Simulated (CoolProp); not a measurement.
Saturation properties of benzene.

Values from CoolProp's reference Helmholtz-energy equation of state, Thol 2012.

| T (K) | p (MPa) | liquid density (kg/m³) | liquid cp (kJ/(kg K)) | surface tension (mN/m) | liquid viscosity (µPa s) |
|---|---|---|---|---|---|
| 334.9 | 0.05557 | 833.8 | 1.844 | 23.4 | 385 |
| 340.8 | 0.06800 | 827.3 | 1.863 | 22.7 | 362 |
| 346.6 | 0.08227 | 820.8 | 1.883 | 21.9 | 341 |
| 352.5 | 0.09911 | 814.2 | 1.903 | 21.2 | 322 |
| 358.4 | 0.1185 | 807.6 | 1.923 | 20.4 | 304 |
| 364.2 | 0.1404 | 801.0 | 1.943 | 19.7 | 288 |
| 370.1 | 0.1658 | 794.2 | 1.964 | 19.0 | 273 |
| 376 | 0.1945 | 787.3 | 1.985 | 18.3 | 258 |
| 381.8 | 0.2263 | ? | 2.006 | 17.6 | 245 |
| 387.7 | 0.2627 | 773.5 | 2.028 | ? | ? |
| 393.6 | ? | 766.4 | ? | 16.1 | 222 |
| 399.4 | 0.3477 | 759.4 | 2.072 | 15.4 | 211 |
| 405.3 | 0.3977 | 752.1 | 2.096 | 14.8 | 201 |

**Question.** What belongs in the gaps?

**Answer.** 
- 381.8, liquid density (kg/m³): 780.5
- 387.7, surface tension (mN/m): 16.8
- 387.7, liquid viscosity (µPa s): 233
- 393.6, p (MPa): 0.3033
- 393.6, liquid cp (kJ/(kg K)): 2.050

It boils at 353.2 K under 1 atm.

Viscosity comes from a separate model (Avgeri 2014). Surface tension comes from a separate correlation (Mulero 2012).
